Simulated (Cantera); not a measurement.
Premixed flame

A freely propagating, adiabatic, planar premixed flame of CO : H2 : CH4 : O2 : N2 : H2O = 1 : 1.3 : 0.17 : 0.993 : 3.73 : 0.17 (molar parts), unburnt at 650 K and 1.00 bar; mixture-averaged transport, grid criteria slope 0.08 and curve 0.16, no radiation.

Detailed kinetics in Cantera: GRI-Mech 3.0 (53 species, 325 reactions). Burning velocities carry a grid error of a few per cent, more on coarse grids.

```
z (mm)   T (K)  u (m/s)    x CO    x H2     x CH4   x H2O     x NO     x HO2
-------  -----  -------  ------  ------  --------  ------  -------  --------
-0.886     650     5.33   0.136   0.177    0.0231  0.0231    <1e-8     <1e-8
-0.591     650     5.33   0.136   0.176    0.0231  0.0231    <1e-8   1.54e-7
-0.443     650     5.33   0.136   0.176    0.0231  0.0231    <1e-8   2.26e-6
-0.295     652     5.34   0.136   0.175    0.0231  0.0232    <1e-8   6.46e-5
-0.148     763     6.15   0.137   0.158    0.0231  0.0308    <1e-8  0.000231
-0.0739   1027     8.20   0.138   0.132    0.0202  0.0563  7.25e-8  0.000133
0         1442     11.5   0.141  0.0942   0.00769   0.115  6.17e-7   7.18e-5
0.0739    1677     13.3   0.135  0.0622  0.000677   0.163  2.15e-6   2.38e-5
0.148     1764     13.9   0.123  0.0504   2.69e-5   0.178  4.12e-6   1.17e-5
0.295     1856     14.5   0.107  0.0504   6.03e-8   0.180  7.76e-6   6.44e-6
0.591     1959     15.2  0.0981  0.0534     <1e-8   0.180  1.32e-5   4.21e-6
1.18      2069     15.9  0.0977  0.0534     <1e-8   0.187  2.07e-5   2.89e-6
2.36      2178     16.6  0.0987  0.0519     <1e-8   0.196  3.04e-5   1.84e-6
```
x: mole fraction of selected species; z is measured from the peak of heat release.

```json
{
 "laminar_burning_velocity": "533 cm/s",
 "thermal_thickness": "0.295 mm",
 "peak x(HO2)": "0.000257",
 "grid_points": "159"
}
```
